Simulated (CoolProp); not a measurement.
Vapour-liquid equilibrium of carbon dioxide (1) + carbonyl sulfide (2) at 14.5 bar; x and y are mole fractions of (1).

Model: multi-fluid Helmholtz-energy mixture model, Span 1996 and Lemmon 2006; pair parameters Bell 2016, in CoolProp.

### Question
Give the bubble temperature and the first vapour's composition at x = 0.125, 0.2, 0.425. Is there an azeotrope?

### Answer
x = 0.125: 8.3 °C, y = 0.447; x = 0.2: 0.0 °C, y = 0.583; x = 0.425: -14.1 °C, y = 0.777. No azeotrope shows between x = 0.05 and 0.95.

Pair parameters are fitted to limited data, so mixtures are less certain than the pure fluids.
